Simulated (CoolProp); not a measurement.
R21 at several states: density (kg/m³) from the reference equation and from simpler models built on Tc = 452.7 K, pc = 5.289 MPa, ω = 0.206; each cubic takes its own stable root.

Values from CoolProp's reference Helmholtz-energy equation of state, Platzer 1990. This equation is an older, rougher fit; its heat capacities, sound speeds and derivatives of the liquid may be far off and weren't checked against measurements.

| T (K) | p (MPa) | phase | reference |
|---|---|---|---|
| 368.6 | 0.0683 | gas | 2.315 |
| 399 | 0.0349 | gas | 1.087 |
| 357.3 | 31.3 | liquid | 1316 |
| 209.2 | 2.36 | liquid | 1565 |
| 311.8 | 0.148 | gas | 6.098 |

**Question.** How far does each simpler model (van der Waals, Soave-Redlich-Kwong) lie from the reference over these 5 states: mean and median of the absolute difference, and the worst?

**Answer.** 
- van der Waals: mean 14.3 %, median 1.7 %, worst -37.8 % at 209.2 K and 2.36 MPa
- Soave-Redlich-Kwong: mean 2.4 %, median 0.7 %, worst -6.8 % at 209.2 K and 2.36 MPa
